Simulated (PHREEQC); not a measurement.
A column of 0.1 m (40 cells, dispersivity 0.005 m, 300 s a shift, diffusion coefficient 3e-10 m²/s) holds 0.035 eq of the database's cation exchanger X per kg of pore water, first in equilibrium with 0.43 mmol/kgw ZnSO4 and 0.01 mmol/kgw HCl. It is flushed with 0.0049 mol/kgw CaCl2, 0.0015 mol/kgw MnCl2 and 1e-05 mol/kgw HCl, at 25 °C. Values are for the last cell. The system is closed to CO2. Precipitation was switched off in this run.

All values are PHREEQC results (ion-association model, phreeqc.dat), not measurements.

| pore volumes | Ca in solution (mol/kgw) | Mn in solution (mol/kgw) | S in solution (mol/kgw) | Cl in solution (mol/kgw) |
|---|---|---|---|---|
| 0 | 0 | 0 | 0.000430 | 1.00e-5 |
| 0.2625 | 0 | 0 | 0.000430 | 1.00e-5 |
| 0.7625 | 0 | 1.52e-11 | 0.000328 | 0.00304 |
| 1.012 | 8.01e-10 | 4.95e-7 | 0.000182 | 0.00740 |
| 1.262 | 3.78e-7 | 2.00e-5 | 7.87e-5 | 0.0105 |
| 1.512 | 7.58e-6 | 0.000106 | 2.93e-5 | 0.0119 |
| 2.013 | 0.000130 | 0.000450 | 3.17e-6 | 0.0127 |
| 2.263 | 0.000285 | 0.000643 | 9.73e-7 | 0.0128 |
| 2.513 | 0.000511 | 0.000821 | 2.91e-7 | 0.0128 |
| 3.013 | 0.00114 | 0.00110 | 2.47e-8 | 0.0128 |
| 3.263 | 0.00151 | 0.00121 | 7.09e-9 | 0.0128 |
| 3.513 | 0.00190 | 0.00129 | 2.02e-9 | 0.0128 |
| 3.763 | 0.00228 | 0.00135 | 5.73e-10 | 0.0128 |
| 4.263 | 0.00299 | 0.00142 | 4.56e-11 | 0.0128 |
| 4.513 | 0.00329 | 0.00145 | 1.28e-11 | 0.0128 |
| 4.763 | 0.00357 | 0.00147 | 3.60e-12 | 0.0128 |
| 5.013 | 0.00380 | 0.00148 | 1.01e-12 | 0.0128 |
| 5.513 | 0.00418 | 0.00149 | 7.90e-14 | 0.0128 |
| 5.763 | 0.00432 | 0.00149 | 2.21e-14 | 0.0128 |
| 6.013 | 0.00444 | 0.00150 | 0 | 0.0128 |
| 6.513 | 0.00461 | 0.00150 | 0 | 0.0128 |
| 6.763 | 0.00467 | 0.00150 | 0 | 0.0128 |
| 7.013 | 0.00472 | 0.00150 | 0 | 0.0128 |
| 7.263 | 0.00476 | 0.00150 | 0 | 0.0128 |
| 7.763 | 0.00481 | 0.00150 | 0 | 0.0128 |
| 8.012 | 0.00483 | 0.00150 | 0 | 0.0128 |

Species that the database lacks are ignored.
